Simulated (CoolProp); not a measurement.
Ethane at 358.2 K and 8.83 MPa is throttled through a valve to 1.64 MPa with no heat exchange. Each further row changes one setting.

Model: reference Helmholtz-energy equation of state, Bücker 2006, in CoolProp.

```tsv
case	temperature change (K)	final density (kg/m³)
as stated	[?]	24.5
outlet pressure 0.492 MPa	[?]	6.94
outlet pressure 2.13 MPa	[?]	32.6
```

### Question
Some entries are withheld; supply them.

### Answer

- as stated, temperature change (K): -71.6
- outlet pressure 0.492 MPa, temperature change (K): -87.9
- outlet pressure 2.13 MPa, temperature change (K): -64.9
